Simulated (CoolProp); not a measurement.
Properties of carbon dioxide along the isotherm 465.3 K (Tc = 304.1 K, pc = 7.377 MPa, ω = 0.224).

Values from CoolProp's reference Helmholtz-energy equation of state, Span 1996.

```csv
p (MPa),phase,cp (kJ/(kg K)),speed of sound (m/s),viscosity (µPa s)
1.84,gas,1.021,327.1,22.7
3.69,gas,1.054,325.0,23.0
5.53,gas,1.089,323.4,23.4
7.38,supercritical,1.128,322.4,23.8
9.22,supercritical,1.168,322.0,24.3
11.1,supercritical,1.210,322.2,24.9
12.9,supercritical,1.252,323.2,25.5
14.8,supercritical,1.297,325.2,26.3
16.6,supercritical,1.338,327.9,27.1
18.4,supercritical,1.378,331.5,28.0
```

Viscosity comes from a separate model (Laesecke 2017).
